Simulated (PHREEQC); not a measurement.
# Hard or scaling water: speciation

A solution holds 0.01 mol CaSO4, 0.017 mol Na2HPO4 and 0.0005 mol NaCl per kg of water, at 25 °C. Closed to the air; pH follows from the charge balance.

All values are PHREEQC results (ion-association model, phreeqc.dat), not measurements.

The pH is 7.95, the ionic strength is 0.0638 mol/kgw and the specific conductance is 3630 µS/cm. The density is 1.001 g/cm³. The total alkalinity comes out as 17.0 meq/kg.

| species | molality | activity | log γ |
|---|---|---|---|
| Na+ | 0.0336 | 0.0272 | -0.091 |
| HPO4-2 | 0.0105 | 0.00454 | -0.364 |
| SO4-2 | 0.00835 | 0.00359 | -0.367 |
| CaHPO4 | 0.00409 | 0.00415 | 0.006 |
| Ca+2 | 0.00376 | 0.00167 | -0.354 |
| CaPO4- | 0.00106 | 0.000864 | -0.089 |
| CaSO4 | 0.00105 | 0.00106 | 0.006 |
| H2PO4- | 0.00102 | 0.000830 | -0.089 |
| NaSO4- | 0.000602 | 0.000490 | -0.089 |
| Cl- | 0.000500 | 0.000399 | -0.098 |
| NaHPO4- | 0.000296 | 0.000241 | -0.089 |
| CaH2PO4+ | 4.34e-5 | 3.54e-5 | -0.089 |

Precipitation was switched off in this run. Saturation is exceeded, for instance for Hydroxyapatite; the values hold only as long as no solid forms.
